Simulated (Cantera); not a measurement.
Standard-state values (1 bar) from the NASA 1993 polynomials, evaluated with Cantera. Values are per mole of reaction as written; species without (g) are pure solids or liquids, kept so even where they would boil at 1 bar.

4 NH₃(g) + 12 SiH₂(g) ⇌ 9 SiH₄(g) + Si₃N₄

```
T (K)  ΔH° (kJ)  ΔS° (J/K)  ΔG° (kJ)  log10 K
-----  --------  ---------  --------  -------
573     -3211.0    -1342.8   -2441.5   222.56
598           ?          ?         ?        ?
623     -3212.9    -1346.1   -2374.3   199.07
648     -3213.9    -1347.6   -2340.6   188.67
673     -3214.8    -1348.9   -2306.9   179.05
698           ?          ?         ?        ?
723     -3216.4    -1351.3   -2239.4   161.79
748     -3217.1    -1352.2   -2205.6   154.02
773     -3217.7    -1353.0   -2171.8   146.75
798     -3218.3    -1353.7   -2138.0   139.94
823           ?          ?         ?        ?
```

**Question.** What belongs in the gaps?

**Answer.** 
- 598, ΔH° (kJ): -3212.0
- 598, ΔS° (J/K): -1344.5
- 598, ΔG° (kJ): -2407.9
- 598, log10 K: 210.33
- 698, ΔH° (kJ): -3215.6
- 698, ΔS° (J/K): -1350.2
- 698, ΔG° (kJ): -2273.2
- 698, log10 K: 170.11
- 823, ΔH° (kJ): -3218.7
- 823, ΔS° (J/K): -1354.3
- 823, ΔG° (kJ): -2104.1
- 823, log10 K: 133.54
